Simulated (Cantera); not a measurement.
Charge: 1 mol Pb, 3.5 mol H₂, 0.37 mol N₂, at 1350 °C.

Method: chemical equilibrium by Gibbs-energy minimisation in Cantera with the NASA 1993 tables (ideal gas, pure condensed phases). Candidate condensed phases: Pb; 11 gas species. Rates play no part.

x: gas mole fraction; n: condensed amount in mol.

```tsv
P (Pa)	x H₂	x Pb	x N₂	x H	n Pb(l)
10	0.714	0.205	0.0758	?	0
42	0.716	0.205	0.0759	?	0
180	0.718	0.205	0.0759	?	0
750	0.718	0.205	0.0759	?	0
3200	0.718	0.205	0.0760	?	0
13000	0.719	0.205	0.0760	?	0
56000	0.786	0.131	0.0831	?	0.415
240000	0.877	0.0306	0.0927	?	0.878
1000000	0.898	0.00734	0.0949	?	0.971
```

Problem. Some entries are withheld; supply them.

Solution. 
- 10, x H: 0.00584
- 42, x H: 0.00285
- 180, x H: 0.00138
- 750, x H: 0.000676
- 3200, x H: 0.000327
- 13000, x H: 0.000163
- 56000, x H: 8.19e-5
- 240000, x H: 4.18e-5
- 1000000, x H: 2.07e-5
